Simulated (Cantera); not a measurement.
A closed system holds: 1 mol AlN, a varied amount of Cl2, equilibrated at 1398 K and 1.00 bar.

Equilibrium computed with Cantera from the NASA thermochemical tables; the gas is ideal and each condensed phase is pure. Candidate condensed phases: Al, AlCl3, AlN; 11 gas species. Rates play no part.

Q: At 13 mol Cl2, list the 5 most abundant gas species with their mole fractions, and the condensed phases.

A: Cl2 0.860, AlCl3 0.0759, N2 0.0380, Cl 0.0260, Al2Cl6 1.23e-5. Condensed: gas only.
